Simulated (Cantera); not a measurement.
Ignition delay

Mixture: CH4 : CO : O2 : N2 = 1 : 0.14 : 2.44 : 7.79 (molar parts), at 7500 Torr, adiabatic and at constant volume. Ignition delay is the time to a rise of 400 K.

Cantera simulation using GRI-Mech 3.0 (53 species, 325 reactions); the numbers are that mechanism's predictions, not measurements.

```json
[
 {"T0 (K)": "1125", "delay (ms)": "12.2"},
 {"T0 (K)": "1175", "delay (ms)": "5.97"},
 {"T0 (K)": "1225", "delay (ms)": "3.08"},
 {"T0 (K)": "1275", "delay (ms)": "1.65"},
 {"T0 (K)": "1325", "delay (ms)": "0.919"},
 {"T0 (K)": "1375", "delay (ms)": "0.526"},
 {"T0 (K)": "1425", "delay (ms)": "0.310"},
 {"T0 (K)": "1475", "delay (ms)": "0.188"}
]
```

* **apparent activation energy between 1375 and 1475 K**: 170 kJ/mol
